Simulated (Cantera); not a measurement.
Mixture: C₃H₈ : O₂ : N₂ = 1 : 6.49 : 24.4 (molar parts), equivalence ratio 0.77, at 1.01 bar, adiabatic and at constant pressure. Ignition delay is the time to a rise of 400 K.

Model: GRI-Mech 3.0 (53 species, 325 reactions), integrated in Cantera. GRI-Mech 3.0 was tuned for natural gas; its chemistry of propane as a main component is partial and can be far from experiment.

Task: At T0 = 1350 K, what is the delay, and which 7 reactions control it most (d ln τ / d ln k, from doubling and halving each rate constant)?

Result: The delay is 0.438 ms.
| reaction | d ln τ / d ln k | faster rate |
|---|---|---|
| C2H5 + CH3 (+M) <=> C3H8 (+M) | -0.57 | shortens it |
| H + O2 <=> O + OH | -0.34 | shortens it |
| C3H8 + H <=> C3H7 + H2 | 0.29 | lengthens it |
| CH3 + HO2 <=> CH3O + OH | -0.29 | shortens it |
| 2 CH3 (+M) <=> C2H6 (+M) | 0.26 | lengthens it |
| C3H8 + OH <=> C3H7 + H2O | 0.23 | lengthens it |
| C2H4 + OH <=> C2H3 + H2O | -0.15 | shortens it |
